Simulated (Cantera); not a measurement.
Pyrogenic steam for wet oxidation

A perfectly stirred reactor is fed with H₂ : O₂ : N₂ = 1.7 : 1 : 0.6 (molar parts), at 0.128 atm; it is held at 1175 K, and followed from long to short residence time.

Model: the H2/O2 subset of GRI-Mech 3.0, which has no nitrogen chemistry, integrated in Cantera. The temperature is held fixed by assumption; the heat of reaction is taken as removed at once.

```
τ (s)        x H₂    x O₂  x H₂O    x HO₂       x H   x H₂O₂
-------  --------  ------  -----  -------  --------  -------
20       0.000151  0.0612  0.694  2.61e-6   4.03e-6  5.25e-7
6.1      0.000335  0.0613  0.693  5.13e-6   1.33e-5  9.16e-7
1.9      0.000727  0.0614  0.693  9.12e-6   4.28e-5  1.51e-6
0.59      0.00156  0.0617  0.691  1.44e-5  0.000137  2.35e-6
0.18      0.00334  0.0624  0.688  2.00e-5  0.000444  3.37e-6
0.057     0.00683  0.0639  0.682  2.48e-5   0.00136  4.30e-6
0.018      0.0136  0.0671  0.669  2.87e-5   0.00401  4.90e-6
0.0055     0.0263  0.0735  0.643  3.24e-5    0.0114  5.00e-6
0.0017     0.0475  0.0851  0.595  3.64e-5    0.0291  4.66e-6
0.00053    0.0796   0.104  0.513  4.00e-5    0.0642  4.06e-6
0.00017     0.125   0.132  0.398  4.17e-5     0.114  3.32e-6
```
x: mole fraction; the columns are a selection and need not sum to one.
